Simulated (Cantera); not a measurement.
Input: 1 mol Fe2O3, 0.011 mol Cl2, 0.22 mol O2, held at 0.110 bar.

Method: chemical equilibrium by Gibbs-energy minimisation in Cantera with the NASA 1993 tables (ideal gas, pure condensed phases). Candidate condensed phases: Fe, FeCl2, FeCl3, FeO, Fe2O3, Fe3O4; 13 gas species. Equilibrium is a limit: real reactors are often held back by kinetics, nucleation or transport. All values below are at 1198 K.

Base state: O2 0.952, Cl2 0.0440, Cl 0.00293, FeCl3 0.00102, FeCl2 0.000468, ClO 3.74e-5 (mole fractions); condensed: Fe2O3(s).

Q: What changes in the equilibrium state with this change: Fe2O3 replaced by Al2O3?

A: 
```csv
species,before,after
O2,0.952,0.951
Cl2,0.0440,0.0460
Cl,0.00293,0.00299
FeCl3,0.00102,0
FeCl2,0.000468,0
ClO,3.74e-5,3.83e-5
"Fe2O3(s), mol",1.000,0
"Al2O3(s), mol",0,1.00
```
Further candidate phases: Al, AlCl3, Al2O3.
